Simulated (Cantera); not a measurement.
An isothermal, constant-pressure homogeneous reactor starts with CH₄ : CO₂ = 1 : 4.1 (molar parts), at 1650 K and 1.10 bar. Integrator tolerance rtol = 1e-08.

Computed with Cantera and GRI-Mech 3.0 (53 species, 325 reactions).

Question: What does this change do: CH4 1 to 2.4 parts?

Answer: 
| quantity | before | after |
|---|---|---|
| x(CH₄) at 3.00 s | 0.000697 (gas-phase equilibrium 2.70e-9) | 0.00790 (gas-phase equilibrium 1.82e-7) |
| x(CO₂) at 3.00 s | 0.258 (gas-phase equilibrium 0.256) | 0.0654 (gas-phase equilibrium 0.0504) |
| x(H₂O) at 3.00 s | 0.180 (gas-phase equilibrium 0.180) | 0.122 (gas-phase equilibrium 0.100) |
| x(C₂H) at 3.00 s | 2.58e-10 (gas-phase equilibrium <1e-12) | 7.94e-9 (gas-phase equilibrium <1e-12) |
| x(CH₂CO) at 3.00 s | 3.56e-7 (gas-phase equilibrium <1e-12) | 4.23e-6 (gas-phase equilibrium 1.65e-11) |
